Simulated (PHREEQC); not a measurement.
0.096 g of hydrous ferric oxide (600 m²/g; 0.2 weak and 0.005 strong sites per Fe, Dzombak-Morel constants, diffuse double layer) in 1 kg of water with 0.1 mol/kgw of an inert sodium salt and 0.088 mmol/kgw NaF, at 25 °C; the pH is set by adding NaOH or the inert anion's acid. Oxygen is held at 0.21 atm. No CO2 enters from the air. No solid was allowed to form.

Model: ion-association model, wateq4f.dat, run in PHREEQC.

```json
[
 {"pH": "4", "F sorbed (%)": "41.0", "surface charge σ (C/m²)": "0.270", "surface potential ψ (mV)": "138"},
 {"pH": "4.67", "F sorbed (%)": "35.4", "surface charge σ (C/m²)": "0.219", "surface potential ψ (mV)": "(withheld)"},
 {"pH": "5.33", "F sorbed (%)": "25.2", "surface charge σ (C/m²)": "(withheld)", "surface potential ψ (mV)": "111"},
 {"pH": "6", "F sorbed (%)": "14.3", "surface charge σ (C/m²)": "0.103", "surface potential ψ (mV)": "90"},
 {"pH": "6.67", "F sorbed (%)": "6.3", "surface charge σ (C/m²)": "0.060", "surface potential ψ (mV)": "65"},
 {"pH": "7.33", "F sorbed (%)": "2.2", "surface charge σ (C/m²)": "0.029", "surface potential ψ (mV)": "37"},
 {"pH": "8", "F sorbed (%)": "0.6", "surface charge σ (C/m²)": "0.004", "surface potential ψ (mV)": "5"},
 {"pH": "8.67", "F sorbed (%)": "0.2", "surface charge σ (C/m²)": "(withheld)", "surface potential ψ (mV)": "-27"},
 {"pH": "9.33", "F sorbed (%)": "0.1", "surface charge σ (C/m²)": "-0.051", "surface potential ψ (mV)": "-57"},
 {"pH": "10", "F sorbed (%)": "0.0", "surface charge σ (C/m²)": "(withheld)", "surface potential ψ (mV)": "-85"},
 {"pH": "10.67", "F sorbed (%)": "0.0", "surface charge σ (C/m²)": "-0.154", "surface potential ψ (mV)": "-109"},
 {"pH": "11.33", "F sorbed (%)": "0.0", "surface charge σ (C/m²)": "-0.229", "surface potential ψ (mV)": "-129"},
 {"pH": "12", "F sorbed (%)": "0.0", "surface charge σ (C/m²)": "-0.306", "surface potential ψ (mV)": "-141"}
]
```

Task: Some entries are withheld; supply them.

Result: 
- 4.67, surface potential ψ (mV): 127
- 5.33, surface charge σ (C/m²): 0.158
- 8.67, surface charge σ (C/m²): -0.020
- 10, surface charge σ (C/m²): -0.094
